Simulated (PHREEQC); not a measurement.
A solution holds 0.0034 mol/kgw TMAH and 0.0023 mol/kgw CO2, at 25 °C. Closed to the air; pH follows from the charge balance.

Model: ion-association model, phreeqc.dat, run in PHREEQC.

- pH = 10.10
- ionic strength = 0.00436 mol/kgw
- total alkalinity = 3.40 meq/kg

```csv
species,molality,activity,log γ
(CH3)4N+,0.00340,0.00317,-0.031
HCO3-,0.00134,0.00125,-0.030
CO3-2,0.000964,0.000730,-0.121
OH-,0.000136,0.000127,-0.031
CO2,2.24e-7,2.24e-7,0.000
```

No solid was allowed to form. (CH3)4N+ isn't in the database: it is added as a free cation with an ion size of 4 Å.
